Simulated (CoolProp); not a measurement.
Properties of carbonyl sulfide along the isobar 29.7 MPa.

Values from CoolProp's reference Helmholtz-energy equation of state, Lemmon 2006. It is a short technical equation, of lower accuracy than the large ones.

```
T (K)          phase  cv (kJ/(kg K))  expansivity (1/kK)
-----  -------------  --------------  ------------------
302.6         liquid          0.7143                   …
309.7         liquid          0.7153               1.935
316.8         liquid          0.7163               1.990
323.9         liquid          0.7174               2.049
331           liquid          0.7186               2.111
338           liquid          0.7198                   …
345.1         liquid          0.7211               2.246
352.2         liquid               …               2.319
359.3         liquid               …                   …
366.4         liquid          0.7253                   …
373.5         liquid          0.7267               2.563
380.6  supercritical               …                   …
387.7  supercritical          0.7297               2.742
394.8  supercritical          0.7313               2.837
```

**Question.** Fill in the missing entries.

**Answer.** 
- 302.6, expansivity (1/kK): 1.883
- 338, expansivity (1/kK): 2.176
- 352.2, cv (kJ/(kg K)): 0.7224
- 359.3, cv (kJ/(kg K)): 0.7238
- 359.3, expansivity (1/kK): 2.397
- 366.4, expansivity (1/kK): 2.478
- 380.6, cv (kJ/(kg K)): 0.7282
- 380.6, expansivity (1/kK): 2.651
